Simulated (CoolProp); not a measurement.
Properties of CH3F (R41) at several states (Tc = 317.3 K, pc = 5906 kPa, ω = 0.200).

Computed with CoolProp (reference Helmholtz-energy equation of state, Lemmon 2006). It is a short technical equation, of lower accuracy than the large ones.

| T (K) | p (kPa) | phase | density (kg/m³) | Joule-Thomson coefficient (K/MPa) | isothermal compressibility (1/MPa) | expansivity (1/kK) |
|---|---|---|---|---|---|---|
| 140.4 | 709 | liquid | 987.2 | … | 0.0007706 | 1.857 |
| 178.4 | 207 | liquid | 914.7 | -0.3258 | 0.001240 | 2.168 |
| 417.1 | 11400 | supercritical | 156.1 | … | 0.1161 | 6.475 |
| 412.8 | 39.6 | gas | 0.3931 | 7.281 | 25.28 | 2.432 |
| 423.6 | 5350 | gas | … | 6.077 | … | 3.767 |
| 243.1 | 18.6 | gas | 0.3142 | 34.76 | 53.93 | 4.160 |

**Question.** What belongs in the gaps?

**Answer.** 
- 140.4, Joule-Thomson coefficient (K/MPa): -0.3578
- 417.1, Joule-Thomson coefficient (K/MPa): 4.921
- 423.6, density (kg/m³): 59.60
- 423.6, isothermal compressibility (1/MPa): 0.2146
